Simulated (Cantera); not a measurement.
A Cantera script and its output.

```python
import numpy as np
import cantera as ct

gas = ct.Solution("h2o2.yaml")
gas.TPX = 300, 500000, {'H2': 1, 'O2': 0.217, 'N2': 0.783}
flame = ct.FreeFlame(gas, width=0.013)
flame.set_refine_criteria(ratio=3, slope=0.08, curve=0.16)
flame.transport_model = "mixture-averaged"
flame.solve(loglevel=0, auto=True)
flame.transport_model = "multicomponent"
flame.soret_enabled = False
flame.solve(loglevel=0, refine_grid=True)
z, T = flame.grid, flame.T
thick = (T[-1] - T[0]) / np.gradient(T, z).max()
show = ['H2', 'O2', 'OH', 'HO2', 'H', 'H2O2']
print(f"laminar burning velocity  {flame.velocity[0] * 100:.3f} cm/s")
print(f"burnt temperature         {T[-1]:.1f} K")
print(f"thermal thickness         {thick * 1e3:.4f} mm")
print(f"grid points               {len(z)}")
z0 = z[flame.heat_release_rate.argmax()]
print(f"{'z/mm':>9s}{'T/K':>9s}{'u/(m/s)':>9s}" + "".join(f"{s:>11s}" for s in show))
rows = []
for k in (-3, -2, -1.5, -1, -0.5, -0.25, 0, 0.25, 0.5, 1, 2, 4, 8):
    zz = z0 + k * thick
    rows.append([k * thick, np.interp(zz, z, T), np.interp(zz, z, flame.velocity),
                 *(np.interp(zz, z, flame.X[gas.species_index(s)]) for s in show)])
    print(f"{rows[-1][0] * 1e3:9.3f}{rows[-1][1]:9.1f}{rows[-1][2]:9.3f}" + "".join(f"{x:11.3e}" for x in rows[-1][3:]))
```

It prints:

```
laminar burning velocity  258.962 cm/s
burnt temperature         1996.8 K
thermal thickness         0.0485 mm
grid points               112
     z/mm      T/K  u/(m/s)         H2         O2         OH        HO2          H       H2O2
   -0.145    300.0    2.590  5.000e-01  1.085e-01  1.180e-14  4.366e-11  9.132e-17  8.752e-12
   -0.097    300.1    2.590  5.000e-01  1.085e-01  1.634e-12  3.049e-09  8.322e-15  6.207e-10
   -0.073    300.4    2.593  4.999e-01  1.085e-01  8.996e-11  4.819e-08  4.018e-13  9.914e-09
   -0.048    305.1    2.628  4.988e-01  1.087e-01  1.359e-08  1.910e-06  7.059e-11  3.992e-07
   -0.024    432.1    3.629  4.818e-01  1.097e-01  2.857e-05  4.573e-04  9.327e-06  6.434e-05
   -0.012    786.9    6.400  4.453e-01  9.828e-02  6.497e-04  8.678e-04  1.904e-03  1.358e-04
    0.000   1174.0    9.339  3.947e-01  7.259e-02  8.959e-04  3.712e-04  1.094e-02  4.962e-05
    0.012   1442.3   11.355  3.464e-01  4.166e-02  1.378e-03  1.781e-04  2.322e-02  6.810e-06
    0.024   1596.1   12.512  3.154e-01  1.935e-02  1.628e-03  7.820e-05  3.126e-02  1.843e-06
    0.048   1728.1   13.490  2.966e-01  3.436e-03  1.616e-03  1.310e-05  3.306e-02  6.460e-07
    0.097   1818.4   14.129  2.981e-01  1.999e-04  1.419e-03  7.606e-07  2.560e-02  2.408e-07
    0.194   1887.7   14.602  3.038e-01  1.884e-05  1.062e-03  1.054e-07  1.675e-02  1.073e-07
    0.388   1937.1   14.933  3.083e-01  6.170e-06  6.882e-04  3.976e-08  9.897e-03  4.358e-08
```

Cantera simulation using the H2/O2 subset of GRI-Mech 3.0, which has no nitrogen chemistry; the numbers are that mechanism's predictions, not measurements. The hydrogen kinetics of GRI-Mech 3.0 are dated; newer H2 mechanisms differ, most at raised pressure. Burning velocities carry a grid error of a few per cent, more on coarse grids.
